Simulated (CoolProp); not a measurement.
A simple Rankine cycle with sulfur dioxide: condensing at 295.15 K, boiler at 1.82 MPa, turbine inlet 358.5 K, turbine efficiency 0.9, pump efficiency 0.8, no recuperator. Each further row changes one setting.

The numbers come from the reference Helmholtz-energy equation of state, Gao 2016 in CoolProp.

```
case                             thermal efficiency (%)  net work (kJ/kg)  heat in (kJ/kg)  turbine exit temperature (K)  volume ratio over the turbine
-------------------------------  ----------------------  ----------------  ---------------  ----------------------------  -----------------------------
as stated                                          13.3              50.2              377                         295.1                           4.40
turbine inlet 378.5 K                              13.5              53.5              396                         295.1                           4.17
condensing temperature 287.15 K                    15.0              58.2              389                         287.1                           5.67
boiler pressure 1.27 MPa                           10.8              41.8              389                         295.1                           3.02
turbine efficiency 0.8                             11.8              44.5              377                         295.1                           4.48
```

The expansion ends wet for: as stated; turbine inlet 378.5 K; condensing temperature 287.15 K; boiler pressure 1.27 MPa; turbine efficiency 0.8.
